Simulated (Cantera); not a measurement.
**Nitride etching: BN + NF3 + N2 + F2**

Charge: 1 mol BN, 0.65 mol NF3, 3.4 mol N2, 3.2 mol F2, equilibrated at 1750 K and 0.0270 bar.

Method: chemical equilibrium by Gibbs-energy minimisation in Cantera with the NASA 1993 tables (ideal gas, pure condensed phases). Candidate condensed phases: B, BN; 13 gas species. Equilibrium is a limit: real reactors are often held back by kinetics, nucleation or transport.

| Quantity | Result |
|---|---|
| x(F) | 0.506 |
| x(N2) | 0.400 |
| x(BF3) | 0.0946 |
| x(F2) | 0.000136 |
| gas amount | 10.57 mol |
| log10 activity of B(s) (absent) | -25.11 |
